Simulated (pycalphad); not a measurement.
All values are pycalphad results on the COST 507 light-alloy database (1999) (1 atm), not direct measurements. These are 1990s assessments: newer ones move some temperatures and phases. Phase fractions are per mole of atoms.

Give the equilibrium state of Al-1.42Si-1.91C (at.%) at 1150 K.


```
T = 1150.00 K, P = 101325 Pa, N = 1 mol of atoms
G = -54770 J/mol, H = 33930 J/mol, S = 77.13 J/(mol K)  (SER reference)
chemical potentials (J/mol): Al -54204, Si -74171, C -69014
phase             fraction      x(Al)      x(Si)       x(C)
LIQUID              0.9554     0.9852     0.0148   2.72e-07
AL4C3               0.0446     0.5710   0.000461     0.4286
```

Give the equilibrium state of Al-1.42Si-1.91C (at.%) at 500 K.

FCC_A1, fraction 0.945, with 0.01 Si, <0.01 C at.%; AL8SIC7, fraction 0.044, with 6.2 Si, 43.8 C at.%; DIAMOND_A4, fraction 0.011, with >99.99 Si, <0.01 C at.%.

Database names, with the compositions (at.%) that they take in these runs: AL4C3: Al 57 C 43; AL8SIC7: Al 50 C 44 Si 6. FCC_A1 is fcc; DIAMOND_A4 is diamond (Si).
